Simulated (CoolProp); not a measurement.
Vapour-liquid equilibrium of R1234yf (1) + R152A (2) at 1.27 bar; x and y are mole fractions of (1).

The numbers come from the multi-fluid Helmholtz-energy mixture model, Lemmon 2022 and Outcalt 1996; pair parameters Bell 2023 in CoolProp.

```json
[
 {"x": "0.05", "bubble temperature (K)": "253.5", "y at the bubble point": "0.081", "dew temperature at overall composition x (K)": "253.8", "liquid density (mol/L)": "14.86"},
 {"x": "0.125", "bubble temperature (K)": "252.4", "y at the bubble point": "0.184", "dew temperature at overall composition x (K)": "253.0", "liquid density (mol/L)": "14.46"},
 {"x": "0.2", "bubble temperature (K)": "251.6", "y at the bubble point": "0.271", "dew temperature at overall composition x (K)": "252.3", "liquid density (mol/L)": "14.07"},
 {"x": "0.275", "bubble temperature (K)": "251.0", "y at the bubble point": "0.347", "dew temperature at overall composition x (K)": "251.6", "liquid density (mol/L)": "13.70"},
 {"x": "0.35", "bubble temperature (K)": "250.5", "y at the bubble point": "0.417", "dew temperature at overall composition x (K)": "251.0", "liquid density (mol/L)": "13.35"},
 {"x": "0.425", "bubble temperature (K)": "250.0", "y at the bubble point": "0.483", "dew temperature at overall composition x (K)": "250.4", "liquid density (mol/L)": "13.02"},
 {"x": "0.5", "bubble temperature (K)": "249.7", "y at the bubble point": "0.547", "dew temperature at overall composition x (K)": "250.0", "liquid density (mol/L)": "12.70"},
 {"x": "0.575", "bubble temperature (K)": "249.5", "y at the bubble point": "0.610", "dew temperature at overall composition x (K)": "249.6", "liquid density (mol/L)": "12.40"},
 {"x": "0.65", "bubble temperature (K)": "249.3", "y at the bubble point": "0.674", "dew temperature at overall composition x (K)": "249.3", "liquid density (mol/L)": "12.11"},
 {"x": "0.725", "bubble temperature (K)": "249.1", "y at the bubble point": "0.739", "dew temperature at overall composition x (K)": "249.1", "liquid density (mol/L)": "11.84"},
 {"x": "0.8", "bubble temperature (K)": "249.0", "y at the bubble point": "0.807", "dew temperature at overall composition x (K)": "249.0", "liquid density (mol/L)": "11.58"},
 {"x": "0.875", "bubble temperature (K)": "249.0", "y at the bubble point": "0.877", "dew temperature at overall composition x (K)": "249.0", "liquid density (mol/L)": "11.33"},
 {"x": "0.95", "bubble temperature (K)": "248.9", "y at the bubble point": "0.950", "dew temperature at overall composition x (K)": "248.9", "liquid density (mol/L)": "11.10"}
]
```

y crosses x between x = 0.875 and 0.95: the model has an azeotrope there.

Pair parameters are fitted to limited data, so mixtures are less certain than the pure fluids.
